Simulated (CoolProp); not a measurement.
Properties of water along the isobar 160 kPa (Tc = 373.9 °C, pc = 22060 kPa, ω = 0.344).

The numbers come from the reference Helmholtz-energy equation of state, Wagner 2002 in CoolProp.

| T (°C) | phase | cv (kJ/(kg K)) | speed of sound (m/s) | Joule-Thomson coefficient (K/MPa) | conductivity (mW/(m K)) | Prandtl number | fugacity coefficient |
|---|---|---|---|---|---|---|---|
| 190.45 | gas | 1.511 | 527.3 | 25.60 | 32.7 | 0.965 | 0.9911 |
| 194.05 | gas | 1.511 | 529.3 | 24.85 | 33.1 | 0.964 | 0.9914 |
| 197.65 | gas | 1.512 | 531.4 | 24.14 | 33.4 | 0.963 | 0.9916 |
| 201.25 | gas | 1.512 | 533.4 | 23.45 | 33.7 | 0.961 | 0.9919 |
| 204.85 | gas | 1.512 | 535.4 | 22.80 | 34.1 | 0.960 | 0.9921 |
| 208.45 | gas | 1.513 | 537.5 | 22.17 | 34.4 | 0.959 | 0.9924 |
| 212.05 | gas | 1.513 | 539.4 | 21.57 | 34.8 | 0.958 | 0.9926 |
| 215.65 | gas | 1.514 | 541.4 | 20.99 | 35.1 | 0.957 | 0.9928 |
| 219.25 | gas | 1.515 | 543.4 | 20.44 | 35.4 | 0.956 | 0.9930 |
| 222.95 | gas | 1.516 | 545.4 | 19.90 | 35.8 | 0.955 | 0.9932 |
| 226.55 | gas | 1.517 | 547.4 | 19.39 | 36.2 | 0.954 | 0.9934 |
| 230.15 | gas | 1.518 | 549.3 | 18.90 | 36.5 | 0.953 | 0.9936 |
| 233.75 | gas | 1.519 | 551.2 | 18.43 | [?] | 0.952 | 0.9938 |
| 237.35 | gas | [?] | 553.2 | 17.98 | 37.2 | 0.952 | 0.9940 |
| 240.95 | gas | 1.522 | 555.1 | 17.54 | 37.6 | 0.951 | 0.9941 |
| 244.55 | gas | 1.523 | 557.0 | 17.12 | 37.9 | [?] | 0.9943 |

Problem. Fill in the missing entries.

Solution. 
- 233.75, conductivity (mW/(m K)): 36.9
- 237.35, cv (kJ/(kg K)): 1.520
- 244.55, Prandtl number: 0.950

Viscosity comes from a separate model (Huber 2009). Thermal conductivity comes from a separate model (Huber 2012).
